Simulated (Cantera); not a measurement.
Input (Python, Cantera):

```python
import numpy as np
import cantera as ct

gas = ct.Solution("gri30.yaml")
gas.TPX = 500, 101325, {'C3H8': 1, 'O2': 3.33, 'N2': 12.3}
flame = ct.FreeFlame(gas, width=0.04)
flame.set_refine_criteria(ratio=3, slope=0.08, curve=0.16)
flame.transport_model = "mixture-averaged"
flame.solve(loglevel=0, auto=True)
flame.transport_model = "multicomponent"
flame.soret_enabled = True
flame.solve(loglevel=0, refine_grid=True)
z, T = flame.grid, flame.T
thick = (T[-1] - T[0]) / np.gradient(T, z).max()
show = ['C3H8', 'O2', 'H2O2', 'C2H2', 'NO', 'H2']
print(f"laminar burning velocity  {flame.velocity[0] * 100:.3f} cm/s")
print(f"burnt temperature         {T[-1]:.1f} K")
print(f"thermal thickness         {thick * 1e3:.4f} mm")
print(f"grid points               {len(z)}")
z0 = z[flame.heat_release_rate.argmax()]
print(f"{'z/mm':>9s}{'T/K':>9s}{'u/(m/s)':>9s}" + "".join(f"{s:>11s}" for s in show))
rows = []
for k in (-3, -2, -1.5, -1, -0.5, -0.25, 0, 0.25, 0.5, 1, 2, 4, 8):
    zz = z0 + k * thick
    rows.append([k * thick, np.interp(zz, z, T), np.interp(zz, z, flame.velocity),
                 *(np.interp(zz, z, flame.X[gas.species_index(s)]) for s in show)])
    print(f"{rows[-1][0] * 1e3:9.3f}{rows[-1][1]:9.1f}{rows[-1][2]:9.3f}" + "".join(f"{x:11.3e}" for x in rows[-1][3:]))
```

Result:

```
laminar burning velocity  60.906 cm/s
burnt temperature         2117.6 K
thermal thickness         0.4105 mm
grid points               141
     z/mm      T/K  u/(m/s)       C3H8         O2       H2O2       C2H2         NO         H2
   -1.232    500.3    0.611  6.000e-02  1.997e-01  1.133e-08  2.356e-07  1.189e-09  2.593e-03
   -0.821    503.6    0.618  5.983e-02  1.985e-01  1.449e-07  4.098e-06  1.565e-08  6.924e-03
   -0.616    516.0    0.636  5.975e-02  1.963e-01  6.337e-07  2.259e-05  7.279e-08  1.176e-02
   -0.411    599.7    0.749  5.915e-02  1.861e-01  3.508e-06  1.985e-04  5.400e-07  2.127e-02
   -0.205   1005.8    1.314  4.233e-02  1.385e-01  1.335e-05  1.601e-03  4.146e-06  3.970e-02
   -0.103   1382.4    1.890  1.508e-02  9.066e-02  1.301e-05  3.617e-03  8.709e-06  5.177e-02
    0.000   1743.0    2.467  4.527e-04  4.198e-02  1.962e-06  6.222e-03  1.625e-05  5.952e-02
    0.103   1939.8    2.770  5.636e-07  1.521e-02  3.444e-07  4.386e-03  2.870e-05  6.064e-02
    0.205   2017.2    2.883  2.389e-10  5.113e-03  9.303e-08  2.004e-03  4.284e-05  6.115e-02
    0.411   2060.0    2.939  1.992e-13  6.688e-04  2.511e-08  4.663e-04  6.580e-05  6.342e-02
    0.821   2076.4    2.957  1.459e-15  9.226e-05  1.427e-08  4.724e-05  9.186e-05  6.569e-02
    1.642   2087.1    2.970  7.144e-17  5.467e-05  1.029e-08  1.497e-06  1.133e-04  6.650e-02
    3.284   2098.2    2.984 -2.080e-17  3.123e-05  6.453e-09  2.285e-08  1.248e-04  6.685e-02
```

Cantera simulation using GRI-Mech 3.0 (53 species, 325 reactions); the numbers are that mechanism's predictions, not measurements. GRI-Mech 3.0 was tuned for natural gas; its chemistry of propane as a main component is partial and can be far from experiment. Burning velocities carry a grid error of a few per cent, more on coarse grids.
